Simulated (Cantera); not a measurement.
An isothermal, constant-pressure homogeneous reactor starts with 0.369 % H2, 18.5 % O2, 81.2 % N2, equivalence ratio 0.010, at 1323 K and 5.93 Torr.

Detailed kinetics in Cantera: GRI-Mech 3.0 (53 species, 325 reactions). Radical loss at walls, strong at low pressure, is not modelled.

One state of this run: x H2 = 0.00340; x O2 = 0.184; x NO = 1.81e-12; x HO2 = 1.27e-7; x NO2 = <1e-12; x H2O = 0.000209. x: mole fraction; the columns are a selection and need not sum to one.

Question: Which value of t (s) does it belong to?
A) 0.0200
B) 0.0675
C) 0.228
D) 0.000520

Answer: A, 0.0200
